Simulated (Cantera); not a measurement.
A perfectly stirred reactor is fed with C2H4 : O2 : N2 : H2O = 1 : 4.62 : 17.4 : 0.56 (molar parts), equivalence ratio 0.65, at 2.40 bar; it is adiabatic with a 775 K inlet, and is followed from long to short residence time, starting on the burning branch (τ in s: 0.026, 0.012, 0.0051, 0.0022, 0.00099, 0.00043, 0.00019, 8.4e-05, 3.7e-05, 1.6e-05, 7.2e-06).

Detailed kinetics in Cantera: GRI-Mech 3.0 (53 species, 325 reactions). GRI-Mech 3.0 was tuned for natural gas; its chemistry of ethylene as a main component is partial and can be far from experiment.

x: mole fraction; the columns are a selection and need not sum to one.

```tsv
τ (s)	T (K)	x C2H4	x O2	x H2O	x CO2	x OH
0.026	2214	2.16e-6	0.0679	0.106	0.0828	0.00367
0.012	2209	4.21e-6	0.0682	0.106	0.0823	0.00399
0.0051	2197	8.20e-6	0.0686	0.105	0.0813	0.00459
0.0022	2176	?	0.0692	0.104	0.0795	?
0.00099	2144	2.50e-5	0.0700	0.103	0.0769	0.00643
0.00043	2097	4.35e-5	0.0713	0.101	0.0731	0.00744
0.00019	2036	7.79e-5	0.0733	0.0983	0.0682	0.00820
8.4e-5	1960	0.000151	0.0763	0.0957	0.0615	0.00848
3.7e-5	1865	0.000339	0.0818	0.0932	0.0516	0.00796
1.6e-5	1728	?	?	0.0898	?	?
7.2e-6	775	0.0424	0.196	0.0237	<1e-12	<1e-12
```

Complete the blanks.


- 0.0022, x C2H4: 1.48e-5
- 0.0022, x OH: 0.00545
- 1.6e-5, x C2H4: 0.00117
- 1.6e-5, x O2: 0.0944
- 1.6e-5, x CO2: 0.0343
- 1.6e-5, x OH: 0.00588
